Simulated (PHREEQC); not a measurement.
K2CO3 is added in steps, without added water, to 1 kg of water holding 1.4 mmol/kgw HNO3 and 50 mmol/kgw KCl, at 25 °C. Oxygen is held at 0.21 atm. No CO2 enters from the air. Nothing may precipitate in this run.

Base run: PHREEQC, ion-association model, wateq4f.dat. Each further column changes one thing. The table gives pH.

| K2CO3 added (mol) | base | Debye-Hückel limiting law | database phreeqc.dat | metal-ligand complexes left out | Davies equation for every ion |
|---|---|---|---|---|---|
| 0 | 2.92 | ? | 2.92 | 2.92 | 2.94 |
| 0.02625 | 10.95 | ? | 10.95 | 10.95 | 10.95 |
| 0.04875 | 11.11 | ? | 11.10 | 11.11 | 11.11 |
| 0.075 | 11.20 | 10.92 | 11.20 | 11.20 | 11.22 |
| 0.1013 | 11.26 | ? | 11.26 | 11.26 | 11.30 |
| 0.1237 | 11.30 | 10.92 | 11.30 | 11.30 | 11.35 |
| 0.15 | 11.33 | ? | 11.33 | 11.33 | 11.40 |

**Question.** Complete the blanks.

**Answer.** 
- 0, Debye-Hückel limiting law: 2.97
- 0.02625, Debye-Hückel limiting law: 10.79
- 0.04875, Debye-Hückel limiting law: 10.89
- 0.1013, Debye-Hückel limiting law: 10.93
- 0.15, Debye-Hückel limiting law: 10.91

 phreeqc.dat and wateq4f.dat share most of their constants, so their agreement is no independent check. Solids allowed in the column 'database phreeqc.dat': Sylvite.
